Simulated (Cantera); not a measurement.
Feed: 1 mol Si3N4, 0.66 mol C, 6.9 mol N2, equilibrated at 1477 °C and 0.220 bar.

Cantera equilibrium calculation (NASA polynomials, part measured and part estimated; ideal gas, pure solids and liquids). Candidate condensed phases: C, Si, SiC, Si3N4; 20 gas species. Mutual solubility and eutectic melting of coexisting phases are not modelled. Equilibrium is a limit: real reactors are often held back by kinetics, nucleation or transport.

Task: What is the equilibrium state?

Result: 
| Item | Value |
|---|---|
| x(N2) | 1.000 |
| n(SiC(s)) | 0.660 mol |
| n(Si3N4(s)) | 0.780 mol |
| gas amount | 7.340 mol |
| log10 activity of C(graphite) (absent) | -0.55 |
| log10 activity of Si(l) (absent) | -1.18 |
